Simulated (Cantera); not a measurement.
An adiabatic, constant-pressure homogeneous reactor starts with 19.2 % CH4, 2.30 % H2, 16.5 % O2, 62.0 % N2, equivalence ratio 2.4, at 1348 K and 0.276 atm.

Model: GRI-Mech 3.0 (53 species, 325 reactions), integrated in Cantera.

Predict: time of steepest temperature rise; temperature at 0.600 s; equilibrium temperature; x(H2) at 0.600 s; x(O2) at 0.600 s; x(NO) at 0.600 s; x(OH) at 0.600 s.


| Item | Result |
|---|---|
| time of steepest temperature rise | 11.4 ms |
| temperature at 0.600 s | 2193 K |
| equilibrium temperature | 2193 K |
| x(H2) at 0.600 s | 0.230 (gas-phase equilibrium 0.230) |
| x(O2) at 0.600 s | 8.13e-7 (gas-phase equilibrium 8.14e-7) |
| x(NO) at 0.600 s | 2.54e-5 (gas-phase equilibrium 1.97e-5) |
| x(OH) at 0.600 s | 0.000296 (gas-phase equilibrium 0.000296) |
